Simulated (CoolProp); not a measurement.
Vapour-liquid equilibrium of diethyl ether (1) + methanol (2) at 0.996 MPa; x and y are mole fractions of (1).

Computed with CoolProp (multi-fluid Helmholtz-energy mixture model, Thol 2014 and de Reuck 1993; pair parameters Bell 2016).

```json
[
 {"x": "0.05", "bubble temperature (°C)": "133.1", "y at the bubble point": "0.113", "dew temperature at overall composition x (°C)": "135.0", "liquid density (mol/L)": "19.49"},
 {"x": "0.15", "bubble temperature (°C)": "127.8", "y at the bubble point": "0.283", "dew temperature at overall composition x (°C)": "132.0", "liquid density (mol/L)": "17.25"},
 {"x": "0.25", "bubble temperature (°C)": "124.0", "y at the bubble point": "0.401", "dew temperature at overall composition x (°C)": "128.8", "liquid density (mol/L)": "15.38"},
 {"x": "0.35", "bubble temperature (°C)": "121.3", "y at the bubble point": "0.488", "dew temperature at overall composition x (°C)": "125.6", "liquid density (mol/L)": "13.79"},
 {"x": "0.45", "bubble temperature (°C)": "119.5", "y at the bubble point": "0.558", "dew temperature at overall composition x (°C)": "122.5", "liquid density (mol/L)": "12.45"},
 {"x": "0.55", "bubble temperature (°C)": "118.2", "y at the bubble point": "0.621", "dew temperature at overall composition x (°C)": "119.7", "liquid density (mol/L)": "11.30"},
 {"x": "0.65", "bubble temperature (°C)": "117.3", "y at the bubble point": "0.684", "dew temperature at overall composition x (°C)": "117.7", "liquid density (mol/L)": "10.32"},
 {"x": "0.75", "bubble temperature (°C)": "117.0", "y at the bubble point": "0.753", "dew temperature at overall composition x (°C)": "117.0", "liquid density (mol/L)": "9.472"},
 {"x": "0.85", "bubble temperature (°C)": "117.2", "y at the bubble point": "0.834", "dew temperature at overall composition x (°C)": "117.4", "liquid density (mol/L)": "8.739"},
 {"x": "0.95", "bubble temperature (°C)": "118.4", "y at the bubble point": "0.937", "dew temperature at overall composition x (°C)": "118.6", "liquid density (mol/L)": "8.093"}
]
```

y crosses x between x = 0.75 and 0.85: the model has an azeotrope there.

The pair parameters rest on a limited set of measurements; away from them the model extrapolates.
